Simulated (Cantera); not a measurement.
A Cantera script and what it prints.

```python
import numpy as np
import cantera as ct

gas_names = """
    AL ALBr ALBr3 ALN AL2 AL2Br6 Br Br2 N N2
""".split()
cond_names = """
    AL(cr) AL(L) ALBr3(s) ALBr3(L) ALN(s) Br2(cr) Br2(L)
""".split()


def load(file, names, dense=False):
    # The tables refer to 1 bar. Condensed volumes are neglected.
    table = {s.name: s for s in ct.Species.list_from_file(file)}
    out = []
    for n in names:
        d = dict(table[n].input_data)
        d["thermo"] = dict(d["thermo"], **{"reference-pressure": 1e5})
        if dense:
            d["equation-of-state"] = {"model": "constant-volume", "density": "1e6 g/cm^3"}
        out.append(ct.Species.from_dict(d))
    return out


gas = ct.Solution(thermo="ideal-gas", species=load("nasa_gas.yaml", gas_names))
cond = {s.name: ct.Solution(thermo="fixed-stoichiometry", species=[s], name=s.name)
        for s in load("nasa_condensed.yaml", cond_names, dense=True)}
atoms = {
    'AlBr3': {'AL': 1, 'Br': 3},
    'N2': {'N': 2},
}
top_T = {'ALN(s)': 2750}  # K; cautious upper limits of use, not melting points


def equilibrate(T, P, feed):
    n = {}
    for name, mol in feed.items():
        for a, k in atoms[name].items():
            n[a] = n.get(a, 0.0) + k * mol
    gas.TPX = T, P, n
    mass = sum(n.values()) * gas.mean_molecular_weight
    gas.equilibrate("TP")
    valid = [c for c in cond.values() if c.min_temp <= T <= top_T.get(c.name, c.max_temp)]
    mix = ct.Mixture([(gas, mass / gas.mean_molecular_weight)] + [(c, 0.0) for c in valid])
    mix.T, mix.P = T, P
    mix.equilibrate("TP", solver="vcs", rtol=1e-11, max_steps=5000)
    return mix


results = []
feed = {'AlBr3': 1, 'N2': 19}  # mol
T = 1273.15  # K
for P in [10, 37, 140, 520, 1900, 7200, 27000, 100000]:
    mix = equilibrate(T, P, feed)
    results.append((T, P, feed, dict(zip(mix.species_names, mix.species_moles))))

top = {s: max(r[3][s] / sum(r[3][g] for g in gas_names) for r in results) for s in gas_names}
cols = sorted((s for s in top if top[s] > 1e-05), key=lambda s: -top[s])[:5]
seen = [c for c in cond_names if any(r[3].get(c, 0) > 1e-12 for r in results)]
print("log10 of partial pressures in bar; condensed amounts in mol")
print(f"{'P/Pa':>10s}" + "".join(f"{s[:9]:>10s}" for s in cols + seen))
for T, P, feed, n in results:
    ng = sum(n[g] for g in gas_names)
    print(f"{P:10.4g}" + "".join(f"{np.log10(max(n[s] / ng * P / 1e5, 1e-99)):10.3f}" for s in cols)
          + "".join(f"{n.get(c, 0):10.4g}" for c in seen))
```

Output:

```
log10 of partial pressures in bar; condensed amounts in mol
      P/Pa        N2     ALBr3        Br      ALBr    ALN(s)
        10    -4.024    -5.321    -6.392    -6.693         0
        37    -3.455    -4.741    -6.172    -6.555  0.002113
       140    -2.876    -4.159    -5.881    -6.554  0.003609
       520    -2.306    -3.587    -5.595    -6.553  0.002542
      1900    -1.744    -3.023    -5.314    -6.553  0.001511
      7200    -1.165    -2.444    -5.024    -6.553 0.0008271
   2.7e+04    -0.591    -1.870    -4.737    -6.553 0.0004416
     1e+05    -0.022    -1.301    -4.453    -6.553 0.0002344
```

Cantera equilibrium calculation (NASA polynomials, part measured and part estimated; ideal gas, pure solids and liquids).
